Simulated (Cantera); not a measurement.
Cantera run:

```python
import numpy as np
import cantera as ct

gas_names = """
    CL CL2 H HCL H2 N NH NH2 NH3 N2 N2H2 N2H4 Si SiCL SiCL2 SiCL3 SiCL4 SiH SiHCL3 SiH2 SiH2CL2 SiH3
    SiH3CL SiH4 SiN Si2 Si2N Si3
""".split()
cond_names = """
    NH4CL(a) NH4CL(b) Si(cr) Si(L) Si3N4(a)
""".split()


# ... load() reads the species with a 1 bar reference pressure and builds the phases ...
atoms = {
    'SiHCl3': {'Si': 1, 'H': 1, 'CL': 3},
    'N2': {'N': 2},
    'H2': {'H': 2},
}
top_T = {'Si3N4(a)': 2400}  # K; cautious upper limits of use, not melting points


# ... equilibrate(T, P, feed) seeds the gas with the atoms and calls Mixture.equilibrate('TP', solver="vcs", rtol=1e-11, max_steps=5000) ...
results = []
feed = {'SiHCl3': 1, 'N2': 44, 'H2': 0.19}  # mol
P = 100000  # Pa
for T in [1748, 1773, 1798, 1823, 1848, 1873, 1898, 1923, 1948, 1973, 1998, 2023]:
    mix = equilibrate(T, P, feed)
    results.append((T, P, feed, dict(zip(mix.species_names, mix.species_moles))))

top = {s: max(r[3][s] / sum(r[3][g] for g in gas_names) for r in results) for s in gas_names}
cols = sorted((s for s in top if top[s] > 0.001), key=lambda s: -top[s])[:9]
seen = [c for c in cond_names if any(r[3].get(c, 0) > 1e-12 for r in results)]
print("log10 of partial pressures in bar; condensed amounts in mol")
print(f"{'T/K':>10s}" + "".join(f"{s[:9]:>10s}" for s in cols + seen))
for T, P, feed, n in results:
    ng = sum(n[g] for g in gas_names)
    print(f"{T:10.4g}" + "".join(f"{np.log10(max(n[s] / ng * P / 1e5, 1e-99)):10.3f}" for s in cols)
          + "".join(f"{n.get(c, 0):10.4g}" for c in seen))
```

Output:

```
log10 of partial pressures in bar; condensed amounts in mol
       T/K        N2       HCL     SiCL2        H2     SiCL3     SiCL4  Si3N4(a)
      1748    -0.020    -1.634    -1.887    -2.470    -2.481    -2.823   0.06016
      1773    -0.020    -1.646    -1.840    -2.433    -2.515    -2.959   0.04743
      1798    -0.020    -1.660    -1.801    -2.394    -2.557    -3.104   0.03535
      1823    -0.020    -1.676    -1.768    -2.357    -2.605    -3.254   0.02393
      1848    -0.020    -1.693    -1.740    -2.320    -2.658    -3.408   0.01316
      1873    -0.021    -1.711    -1.716    -2.284    -2.715    -3.564  0.002986
      1898    -0.021    -1.714    -1.706    -2.280    -2.754    -3.670         0
      1923    -0.021    -1.710    -1.703    -2.287    -2.785    -3.754         0
      1948    -0.021    -1.707    -1.700    -2.294    -2.817    -3.838         0
      1973    -0.021    -1.704    -1.697    -2.300    -2.849    -3.921         0
      1998    -0.021    -1.702    -1.695    -2.305    -2.880    -4.004         0
      2023    -0.021    -1.701    -1.693    -2.309    -2.912    -4.087         0
```

Equilibrium computed with Cantera from the NASA thermochemical tables; the gas is ideal and each condensed phase is pure. The tables' values for SiCl3, SiCl are old estimates; treat these amounts as uncertain.
